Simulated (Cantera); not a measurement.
Input: 1 mol (CH₃)₂SiCl₂, 0.03 mol CH₄, 260 mol H₂, held at 2100 °C and 28.0 mbar.

Equilibrium computed with Cantera from the NASA thermochemical tables; the gas is ideal and each condensed phase is pure. Candidate condensed phases: C, C₆H₆, C₇H₈, C₈H₁₈, Si, SiC; 109 gas species. The feed counts by its element totals alone. The tables' values for SiCl are old estimates; treat these amounts as uncertain. Gases not in the tables: Si₂H₆ and higher silanes. The numbers say what is thermodynamically allowed, not how fast it happens.

Base state: H₂ 0.906, H 0.0795, HCl 0.00679, C₂H₂ (acetylene) 0.00330, Si 0.00297, Cl 0.000426, SiC₂ 0.000310, SiH 0.000153 (mole fractions); condensed: gas only.

Task: What changes in the equilibrium state with this change: temperature from 2100 °C to 1850 °C?

Result: 
```json
[
 {"species": "H₂", "before": "0.906", "after": "0.969"},
 {"species": "H", "before": "0.0795", "after": "0.0211"},
 {"species": "HCl", "before": "0.00679", "after": "0.00734"},
 {"species": "Si", "before": "0.00297", "after": "0.000511"},
 {"species": "C₂H", "before": "1.56e-5", "after": "9.69e-7"},
 {"species": "SiC₂", "before": "0.000310", "after": "3.62e-5"},
 {"species": "Cl", "before": "0.000426", "after": "0.000117"},
 {"species": "SiH", "before": "0.000153", "after": "4.35e-5"},
 {"species": "C(graphite), mol", "before": "0", "after": "0.322"},
 {"species": "SiC(s), mol", "before": "0", "after": "0.820"}
]
```
